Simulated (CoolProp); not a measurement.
Vapour-liquid equilibrium of diethyl ether (1) + ethanol (2) at 347.3 K; x and y are mole fractions of (1).

The numbers come from the multi-fluid Helmholtz-energy mixture model, Thol 2014 and Schroeder 2014; pair parameters Bell 2016 in CoolProp.

```csv
x,bubble pressure (bar),y at the bubble point,dew pressure at overall composition x (bar),liquid density (mol/L)
0.05,1.152,0.287,0.8945,(withheld)
0.2,1.868,0.611,1.042,13.96
0.35,2.350,0.728,1.246,12.64
0.5,2.678,0.792,1.545,11.49
0.65,2.932,0.843,(withheld),10.51
0.8,(withheld),(withheld),2.718,9.662
0.95,(withheld),(withheld),3.331,8.938
```

Q: Some entries are withheld; supply them.

A: 
- 0.05, liquid density (mol/L): 15.50
- 0.65, dew pressure at overall composition x (bar): 2.009
- 0.8, bubble pressure (bar): 3.161
- 0.8, y at the bubble point: 0.897
- 0.95, bubble pressure (bar): 3.381
- 0.95, y at the bubble point: 0.969

No azeotrope shows between x = 0.05 and 0.95.

Pair parameters are fitted to limited data, so mixtures are less certain than the pure fluids.
